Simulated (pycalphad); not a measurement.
**Phase fractions of Si-5.85Cu (at.%)**

CALPHAD calculation (pycalphad, COST 507 light-alloy database (1999)), 1 atm. The data set is of 1999 and partly superseded. Amounts are mole fractions of atoms. Diffusion is slow at the low end, where real alloys seldom reach equilibrium.

```
T (K)  liquid  diamond (Si)  CU19SI6_ETA
-----  ------  ------------  -----------
1700    1.000             -            -
1650    0.837         0.163            -
1600        ?             ?            -
1550    0.264         0.736            -
1500    0.201         0.799            -
1450    0.162         0.838            -
1400        ?             ?            -
1350    0.120         0.880            -
1300    0.108         0.892            -
1250    0.100         0.900            -
1200    0.094         0.906            -
1150    0.089         0.911            -
1100    0.086         0.914            -
1050        -         0.923        0.077
1000        -         0.923        0.077
950         -         0.923        0.077
900         -         0.923        0.077
850         -         0.923        0.077
800         -         0.923        0.077
750         -         0.923        0.077
700         -         0.923        0.077
650         -         0.923        0.077
600         -         0.923        0.077
550         -         0.923        0.077
500         -         0.923        0.077
```

Task: What belongs in the gaps?

Result: 
- 1600, liquid: 0.392
- 1600, diamond (Si): 0.608
- 1400, liquid: 0.137
- 1400, diamond (Si): 0.863

Database names, with the compositions (at.%) that they take in these runs: CU19SI6_ETA: Cu 76 Si 24.
